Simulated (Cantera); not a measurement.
Feed: 1 mol SiH2Cl2, 19 mol NH3, 8.9 mol N2, at 1798 K and 10.0 Torr.

Equilibrium computed with Cantera from the NASA thermochemical tables; the gas is ideal and each condensed phase is pure. Candidate condensed phases: NH4Cl, Si, Si3N4; 28 gas species. The tables' values for SiCl, SiCl3 are old estimates; treat these amounts as uncertain. Gases not in the tables: Si2H6 and higher silanes. Kinetics and transport are ignored.

Base state: H2 0.586, N2 0.376, HCl 0.0307, SiCl2 0.00498, H 0.00233, Si 0.000231, SiCl 9.37e-5, Cl 9.35e-5 (mole fractions); condensed: Si(l).

Task: What changes in the equilibrium state with this change: temperature from 1798 K to 1150 K?

Result: 
| species | before | after |
|---|---|---|
| H2 | 0.586 | 0.591 |
| N2 | 0.376 | 0.368 |
| HCl | 0.0307 | 0.0415 |
| SiCl2 | 0.00498 | 7.03e-7 |
| Si | 0.000231 | <1e-9 |
| SiCl | 9.37e-5 | <1e-9 |
| SiH | 2.35e-5 | <1e-9 |
| SiH2 | 1.73e-5 | <1e-9 |
| Si2N | 1.18e-5 | <1e-9 |
| Si(l), mol | 0.736 | 0 |
| Si3N4(s), mol | 0 | 0.333 |
